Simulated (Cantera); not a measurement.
Gas mixture: 36.7 % O2, 63.3 % N2O, at 11000 Pa, frozen composition.

Cantera's kinetic-theory transport with the Lennard-Jones parameters of GRI-Mech 3.0, ideal gas; thermal conductivity in the multicomponent form. The composition is frozen, though it would react at the higher temperatures.

One state of this run: ρ (kg/m³) = 0.0524; cp (J/kg/K) = 1206; μ (µPa s) = 42.5; λ (mW/m/K) = 69.7; Pr = 0.734; D (cm²/s) H = 81.8; D (cm²/s) H2O = 16.4; D (cm²/s) C2H2 = 10.7. D: mixture-averaged diffusion coefficient of that species in the mixture.

**Question.** Which value of T (K) does it belong to?
A) 700
B) 400
C) 1000
D) 850

**Answer.** C, 1000
